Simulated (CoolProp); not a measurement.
Values from CoolProp's reference Helmholtz-energy equation of state, Schmidt 1985.

Problem. Give the vapour pressure (MPa), liquid density (kg/m³), vapour viscosity (µPa s) of saturated oxygen at 128.8 K.

Solution. 
| T (K) | p (MPa) | liquid density (kg/m³) | vapour viscosity (µPa s) |
|---|---|---|---|
| 128.8 | 1.65 | 912 | 10.3 |

Viscosity comes from a separate model (Lemmon 2004).
